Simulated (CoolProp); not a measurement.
Decamethylcyclopentasiloxane (D5) along the isobar 8.64 bar: Z from the reference equation and from simpler models built on Tc = 618.3 K, pc = 10.78 bar, ω = 0.631; each cubic takes its own stable root.

Computed with CoolProp (reference Helmholtz-energy equation of state, Thol 2019).

```csv
T (K),phase,reference,van der Waals,Redlich-Kwong,Soave-Redlich-Kwong
463.1,liquid,0.1075,0.1907,0.1340,0.1223
485.5,liquid,0.1063,0.1884,0.1336,0.1214
507.9,liquid,0.1059,0.1876,0.1345,0.1218
530.3,liquid,0.1064,0.1888,0.1371,0.1237
552.8,liquid,0.1082,0.1930,0.1422,0.1281
575.2,liquid,0.1124,0.2037,0.1524,0.1369
597.6,liquid,0.1232,0.6129,0.5506,0.1592
620,gas,0.6184,0.6758,0.6428,0.6449
```

At some of these states van der Waals, Redlich-Kwong gives the other phase, because its saturation line lies elsewhere.
